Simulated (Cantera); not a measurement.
Moist CO burnout

An isothermal, constant-pressure homogeneous reactor starts with CO : O2 : H2O : N2 = 0.02 : 0.007 : 0.033 : 1 (molar parts), at 1300 K and 1.00 bar.

Model: GRI-Mech 3.0 (53 species, 325 reactions), integrated in Cantera.

```json
[
 {"t (s)": "0.000100", "x CO": "0.0189", "x O2": "0.00660", "x H2O": "0.0311", "x HO2": "1.62e-10", "x H2": "3.68e-10", "x NO": "<1e-12"},
 {"t (s)": "0.000282", "x CO": "0.0189", "x O2": "0.00660", "x H2O": "0.0311", "x HO2": "2.38e-9", "x H2": "1.03e-8", "x NO": "<1e-12"},
 {"t (s)": "0.000796", "x CO": "0.0189", "x O2": "0.00660", "x H2O": "0.0311", "x HO2": "3.04e-7", "x H2": "1.69e-6", "x NO": "<1e-12"},
 {"t (s)": "0.00224", "x CO": "0.00973", "x O2": "0.00307", "x H2O": "0.0284", "x HO2": "1.32e-6", "x H2": "0.00178", "x NO": "4.53e-7"},
 {"t (s)": "0.00633", "x CO": "0.00315", "x O2": "0.000161", "x H2O": "0.0283", "x HO2": "7.51e-8", "x H2": "0.00260", "x NO": "1.43e-6"},
 {"t (s)": "0.0179", "x CO": "0.00284", "x O2": "8.69e-6", "x H2O": "0.0284", "x HO2": "4.30e-9", "x H2": "0.00280", "x NO": "1.48e-6"},
 {"t (s)": "0.0504", "x CO": "0.00284", "x O2": "7.27e-7", "x H2O": "0.0285", "x HO2": "3.68e-10", "x H2": "0.00284", "x NO": "1.48e-6"},
 {"t (s)": "0.142", "x CO": "0.00284", "x O2": "7.49e-8", "x H2O": "0.0285", "x HO2": "3.69e-11", "x H2": "0.00285", "x NO": "1.47e-6"},
 {"t (s)": "0.401", "x CO": "0.00285", "x O2": "8.09e-9", "x H2O": "0.0285", "x HO2": "3.56e-12", "x H2": "0.00285", "x NO": "1.44e-6"},
 {"t (s)": "1.13", "x CO": "0.00285", "x O2": "8.57e-10", "x H2O": "0.0285", "x HO2": "<1e-12", "x H2": "0.00285", "x NO": "1.37e-6"},
 {"t (s)": "3.19", "x CO": "0.00285", "x O2": "9.46e-11", "x H2O": "0.0285", "x HO2": "<1e-12", "x H2": "0.00285", "x NO": "1.27e-6"},
 {"t (s)": "9.00", "x CO": "0.00285", "x O2": "1.30e-11", "x H2O": "0.0285", "x HO2": "<1e-12", "x H2": "0.00285", "x NO": "1.14e-6"}
]
```
x: mole fraction; the columns are a selection and need not sum to one.

Equilibrium at this temperature and pressure: CO 0.00285, O2 <1e-12, H2O 0.0285, HO2 <1e-12, H2 0.00285, NO 8.32e-10 (gas phase only).
